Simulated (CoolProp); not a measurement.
1000 sccm (0 °C, 1 atm) of nitrogen bubbles through liquid octamethyltrisiloxane (MDM) at 314.6 K and leaves saturated at a total pressure of 0.0151 MPa (ideal gas phase). Each further row changes one setting.

The numbers come from the reference Helmholtz-energy equation of state, Thol 2017 in CoolProp.

```json
[
 {"case": "as stated", "vapour pressure (kPa)": "1.36", "mole fraction of vapour": "0.0904", "delivery (mg/min)": "[?]", "delivery (sccm)": "99.4", "change of delivery for a bath 1 K warmer (%)": "6.5"},
 {"case": "bath temperature 319.6 K", "vapour pressure (kPa)": "1.81", "mole fraction of vapour": "0.120", "delivery (mg/min)": "[?]", "delivery (sccm)": "136", "change of delivery for a bath 1 K warmer (%)": "[?]"},
 {"case": "total pressure 0.0302 MPa", "vapour pressure (kPa)": "1.36", "mole fraction of vapour": "0.0452", "delivery (mg/min)": "500", "delivery (sccm)": "47.3", "change of delivery for a bath 1 K warmer (%)": "6.1"}
]
```

### Question
Fill in the missing entries.

### Answer

- as stated, delivery (mg/min): 1050
- bath temperature 319.6 K, delivery (mg/min): 1430
- bath temperature 319.6 K, change of delivery for a bath 1 K warmer (%): 6.4
